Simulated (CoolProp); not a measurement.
Computed with CoolProp (reference Helmholtz-energy equation of state, Akasaka 2024).

**Question.** For R1132(E), give the phase and the speed of sound (m/s), isothermal compressibility (1/MPa) at 326 K and 570 kPa; 354.7 K and 4250 kPa.

**Answer.** 
- 326 K and 570 kPa: gas; speed of sound 213, isothermal compressibility 1.85
- 354.7 K and 4250 kPa: gas; speed of sound 173, isothermal compressibility 0.424
